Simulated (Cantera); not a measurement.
A closed system holds: 1 mol Cr2O3, 260 mol H2, 7.7 mol N2, held at 1202 °C and 0.0133 bar.

Cantera equilibrium calculation (NASA polynomials, part measured and part estimated; ideal gas, pure solids and liquids). Candidate condensed phases: Cr, CrN, Cr2N, Cr2O3, H2O; 29 gas species. Mutual solubility and eutectic melting of coexisting phases are not modelled. Equilibrium is a limit: real reactors are often held back by kinetics, nucleation or transport.

Question: What is the equilibrium state?

Answer: 
| Quantity | Value |
|---|---|
| x(H2) | 0.970 |
| x(N2) | 0.0288 |
| x(H2O) | 0.00102 |
| x(H) | 0.000111 |
| x(Cr) | 2.50e-5 |
| n(Cr(s)) | 0.175 mol |
| n(Cr2O3(s)) | 0.909 mol |
| gas amount | 267.7 mol |
| log10 activity of Cr2N(s) (absent) | -0.99 |
